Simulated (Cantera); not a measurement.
A Cantera script and what it prints.

```python
import numpy as np
import cantera as ct

gas_names = """
    C CN CO CO2 C2 CCN CNC C2N2 C2O C3 C3O2 C4 C4N2 C5 N NCO NO NO2 NO3 N2 N2O O O2 O3 Pb PbO Pb2
""".split()
cond_names = """
    C(gr) Pb(cr) Pb(L) PbO(rd) PbO(yw) PbO(L) PbO2(s) Pb3O4(s)
""".split()


# ... load() reads the species with a 1 bar reference pressure and builds the phases ...
atoms = {
    'Pb': {'Pb': 1},
    'CO': {'C': 1, 'O': 1},
    'N2': {'N': 2},
}
top_T = {'C(gr)': 4500, 'Pb3O4(s)': 820}  # K; cautious upper limits of use, not melting points


# ... equilibrate(T, P, feed) seeds the gas with the atoms and calls Mixture.equilibrate('TP', solver="vcs", rtol=1e-11, max_steps=5000) ...
results = []
feed = {'Pb': 1, 'CO': 9.3, 'N2': 70}  # mol
P = 133.322  # Pa
for T in [725, 775, 825, 875, 925, 975, 1025, 1075, 1125, 1175, 1225, 1275, 1325]:
    mix = equilibrate(T, P, feed)
    results.append((T, P, feed, dict(zip(mix.species_names, mix.species_moles))))
    x = sorted(zip(gas.X, gas.species_names), reverse=True)
    print(f"T = {T:g} K  P = {P:g} Pa  gas = {mix.phase_moles(0):.4g} mol")
    print("   x: " + "  ".join(f"{s} {v:.3e}" for v, s in x if v > 1e-05))
    print("   condensed (mol): " + ("  ".join(f"{mix.phase(i).name} {mix.phase_moles(i):.4g}"
          for i in range(1, mix.n_phases) if mix.phase_moles(i) > 1e-12) or "none"))
```

Result:

```
T = 725 K  P = 133.322 Pa  gas = 78.11 mol
   x: N2 8.961e-01  CO 8.870e-02  CO2 1.518e-02
   condensed (mol): C(gr) 1.186  Pb(L) 0.9998
T = 775 K  P = 133.322 Pa  gas = 79.01 mol
   x: N2 8.860e-01  CO 1.103e-01  CO2 3.697e-03  Pb 1.867e-05
   condensed (mol): C(gr) 0.2921  Pb(L) 0.9985
T = 825 K  P = 133.322 Pa  gas = 79.24 mol
   x: N2 8.833e-01  CO 1.157e-01  CO2 8.047e-04  Pb 1.076e-04
   condensed (mol): C(gr) 0.06377  Pb(L) 0.9915
T = 875 K  P = 133.322 Pa  gas = 79.32 mol
   x: N2 8.825e-01  CO 1.168e-01  Pb 5.057e-04  CO2 1.957e-04
   condensed (mol): C(gr) 0.01553  Pb(L) 0.9599
T = 925 K  P = 133.322 Pa  gas = 79.45 mol
   x: N2 8.810e-01  CO 1.169e-01  Pb 2.004e-03  CO2 5.480e-05
   condensed (mol): C(gr) 0.004354  Pb(L) 0.8408
T = 975 K  P = 133.322 Pa  gas = 79.85 mol
   x: N2 8.767e-01  CO 1.164e-01  Pb 6.876e-03  CO2 1.736e-05
   condensed (mol): C(gr) 0.001386  Pb(L) 0.451
T = 1025 K  P = 133.322 Pa  gas = 80.3 mol
   x: N2 8.717e-01  CO 1.158e-01  Pb 1.245e-02
   condensed (mol): C(gr) 0.0004939
T = 1075 K  P = 133.322 Pa  gas = 80.3 mol
   x: N2 8.717e-01  CO 1.158e-01  Pb 1.245e-02
   condensed (mol): C(gr) 0.0001952
T = 1125 K  P = 133.322 Pa  gas = 80.3 mol
   x: N2 8.717e-01  CO 1.158e-01  Pb 1.245e-02
   condensed (mol): C(gr) 8.395e-05
T = 1175 K  P = 133.322 Pa  gas = 80.3 mol
   x: N2 8.717e-01  CO 1.158e-01  Pb 1.245e-02
   condensed (mol): C(gr) 3.889e-05
T = 1225 K  P = 133.322 Pa  gas = 80.3 mol
   x: N2 8.717e-01  CO 1.158e-01  Pb 1.245e-02
   condensed (mol): C(gr) 1.923e-05
T = 1275 K  P = 133.322 Pa  gas = 80.3 mol
   x: N2 8.717e-01  CO 1.158e-01  Pb 1.245e-02
   condensed (mol): C(gr) 1.006e-05
T = 1325 K  P = 133.322 Pa  gas = 80.3 mol
   x: N2 8.717e-01  CO 1.158e-01  Pb 1.245e-02
   condensed (mol): C(gr) 5.526e-06
```

Cantera equilibrium calculation (NASA polynomials, part measured and part estimated; ideal gas, pure solids and liquids).
